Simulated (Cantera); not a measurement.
An isothermal, constant-pressure homogeneous reactor starts with NO : N₂ = 1 : 0.34 (molar parts), at 1648 K and 0.681 atm.

Cantera simulation using GRI-Mech 3.0 (53 species, 325 reactions); the numbers are that mechanism's predictions, not measurements.

x: mole fraction; the columns are a selection and need not sum to one.

| t (s) | x NO | x N₂ | x O₂ | x N₂O | x O | x NO₂ |
|---|---|---|---|---|---|---|
| 1.00e-6 | 0.746 | 0.254 | <1e-12 | 2.01e-8 | 1.95e-8 | 5.76e-10 |
| 4.12e-6 | 0.746 | 0.254 | 1.58e-11 | 8.28e-8 | 7.36e-8 | 9.24e-9 |
| 1.70e-5 | 0.746 | 0.254 | 2.16e-10 | 3.41e-7 | 2.17e-7 | 1.25e-7 |
| 7.02e-5 | 0.746 | 0.254 | 2.05e-9 | 1.40e-6 | 3.45e-7 | 1.07e-6 |
| 0.000289 | 0.746 | 0.254 | … | … | … | … |
| 0.00119 | 0.746 | 0.254 | 1.93e-7 | 2.27e-5 | 5.30e-7 | 2.45e-5 |
| 0.00492 | 0.746 | 0.254 | 5.16e-6 | 7.88e-5 | 1.12e-6 | 0.000108 |
| 0.0203 | 0.745 | 0.254 | 0.000161 | 0.000179 | 2.40e-6 | 0.000318 |
| 0.0838 | 0.743 | 0.255 | … | 0.000206 | … | … |
| 0.346 | 0.732 | 0.261 | 0.00653 | 0.000200 | 3.63e-6 | 0.000506 |
| 1.43 | 0.692 | 0.281 | 0.0265 | 0.000177 | 5.67e-6 | 0.000777 |
| 5.88 | 0.562 | 0.346 | 0.0911 | 0.000115 | 9.62e-6 | 0.00110 |
| 24.2 | 0.309 | 0.472 | 0.218 | 3.42e-5 | 1.45e-5 | 0.000929 |
| 100 | 0.0955 | 0.579 | 0.325 | 3.32e-6 | 1.75e-5 | 0.000350 |

Question: Complete the blanks.

Answer: 
- 0.000289, x O₂: 1.58e-8
- 0.000289, x N₂O: 5.73e-6
- 0.000289, x O: 3.85e-7
- 0.000289, x NO₂: 5.50e-6
- 0.0838, x O₂: 0.00139
- 0.0838, x O: 2.86e-6
- 0.0838, x NO₂: 0.000392
